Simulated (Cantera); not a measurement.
Feed: 1 mol SiH2Cl2, 1.4 mol N2, held at 1948 K and 1.33 mbar.

These are equilibrium values from Cantera (NASA tables, ideal gas, pure condensed phases), not measurements of a reactor. Candidate condensed phases: NH4Cl, Si, Si3N4; 28 gas species. The tables' values for SiCl, SiCl3, SiN are old estimates; treat these amounts as uncertain. Gases not in the tables: Si2H6 and higher silanes. The numbers say what is thermodynamically allowed, not how fast it happens.

Base state: N2 0.399, H2 0.211, SiCl2 0.211, HCl 0.132, Si 0.0174, H 0.0142, SiCl 0.00704, Cl 0.00668 (mole fractions); condensed: Si(l).

### Question
What changes in the equilibrium state with this change: pressure from 1.33 mbar to 24.0 Pa?

### Answer
| species | before | after |
|---|---|---|
| N2 | 0.399 | 0.371 |
| SiCl2 | 0.211 | 0.182 |
| H2 | 0.211 | 0.181 |
| Si | 0.0174 | 0.0681 |
| Cl | 0.00668 | 0.0174 |
| H | 0.0142 | 0.0311 |
| SiCl | 0.00704 | 0.0129 |
| HCl | 0.132 | 0.135 |
| Si2 | 0.000159 | 0.000437 |
| SiCl3 | 0.000615 | 0.000248 |
| Si3 | 3.49e-5 | 6.77e-5 |
| SiH2 | 1.66e-5 | 1.00e-5 |
| SiN | 0.000119 | 0.000190 |
| Si(l), mol | 0.168 | 0 |
